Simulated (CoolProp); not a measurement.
Normal hydrogen at 332.4 K and 3.93 MPa flows at 20 m/s in a round tube of 12.7 mm bore and 0.25 µm roughness, fully developed (64/Re and Nu = 3.66 if laminar; Colebrook and Gnielinski if turbulent). Each further row changes one setting.

The numbers come from the reference Helmholtz-energy equation of state, Leachman 2009 in CoolProp.

```
case              Reynolds number  Darcy friction factor  pressure drop (Pa/m)  heat-transfer coefficient (W/(m² K))  mass flow (kg/h)
----------------  ---------------  ---------------------  --------------------  ------------------------------------  ----------------
as stated                     ___                 0.0193                   ___                                  2250               ___
velocity 40 m/s            148000                 0.0167                  2960                                  3890               ___
diameter 25.4 mm           148000                 0.0167                   368                                   ___               102
```

**Question.** Some entries are withheld; supply them.

**Answer.** 
- as stated, Reynolds number: 74100
- as stated, pressure drop (Pa/m): 851
- as stated, mass flow (kg/h): 25.6
- velocity 40 m/s, mass flow (kg/h): 51.2
- diameter 25.4 mm, heat-transfer coefficient (W/(m² K)): 1940

Viscosity comes from a separate model (Muzny 2013). Thermal conductivity comes from a separate model (Assael 2011).
